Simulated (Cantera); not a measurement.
Charge: 1 mol BN, 0.14 mol N2, equilibrated at 13.3 mbar.

Equilibrium computed with Cantera from the NASA thermochemical tables; the gas is ideal and each condensed phase is pure. Candidate condensed phases: B, BN; 5 gas species. Equilibrium is a limit: real reactors are often held back by kinetics, nucleation or transport.

**Question.** At 2598 K, list the 3 most abundant gas species with their mole fractions, and the condensed phases.

**Answer.** N2 0.983, B 0.0161, BN 0.000601. Condensed: B(l).
